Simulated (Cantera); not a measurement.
## Low-pressure radical oxidation in H2/O2

An isothermal, constant-pressure homogeneous reactor starts with 24.8 % H2, 75.2 % O2, equivalence ratio 0.17, at 1450 K and 2.85 Torr.

Computed with Cantera and the H2/O2 subset of GRI-Mech 3.0, which has no nitrogen chemistry. Radical loss at walls, strong at low pressure, is not modelled. The temperature is held fixed by assumption; the heat of reaction is taken as removed at once.

```csv
t (s),x H2,x O2,x H2O,x H,x HO2,x O
2.00e-6,0.248,0.752,1.25e-12,4.79e-9,4.85e-9,6.15e-11
1.83e-5,0.248,0.752,8.60e-10,4.08e-8,4.45e-8,4.59e-9
0.000168,0.248,0.752,4.23e-7,5.48e-7,4.06e-7,2.85e-7
0.00154,0.0823,0.652,0.119,0.0660,1.31e-6,0.0531
0.0141,0.0147,0.602,0.187,0.0735,1.53e-6,0.0999
0.130,0.0107,0.642,0.222,0.0399,1.68e-6,0.0656
1.19,0.000683,0.711,0.279,0.000538,6.49e-7,0.00369
10.9,1.44e-5,0.716,0.283,1.63e-6,1.07e-7,7.74e-5
100,5.17e-6,0.717,0.283,3.51e-7,1.41e-7,2.78e-5
```
x: mole fraction; the columns are a selection and need not sum to one.

Equilibrium at this temperature and pressure: H2 5.17e-6, O2 0.717, H2O 0.283, H 3.51e-7, HO2 1.41e-7, O 2.78e-5 (gas phase only).
